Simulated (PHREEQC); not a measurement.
**Buffer**

Make-up at 25 °C: 0.0027 mol KHCO3 and 0.015 mol Na2CO3 per kg of water. Closed to the air; pH follows from the charge balance.

Model: Pitzer model, pitzer.dat, run in PHREEQC.

| Property | Result |
|---|---|
| pH | 10.69 |
| ionic strength | 0.0471 mol/kgw |
| specific conductance | 3290 µS/cm |
| osmotic coefficient | 0.895 |
| total alkalinity | 32.7 meq/kg |

```csv
species,molality,activity,log γ
Na+,0.0300,0.0246,-0.087
CO3-2,0.0144,0.00661,-0.338
HCO3-,0.00330,0.00295,-0.049
K+,0.00270,0.00220,-0.090
OH-,0.000601,0.000494,-0.085
CO2,1.32e-7,1.33e-7,0.002
```

Precipitation was switched off in this run.
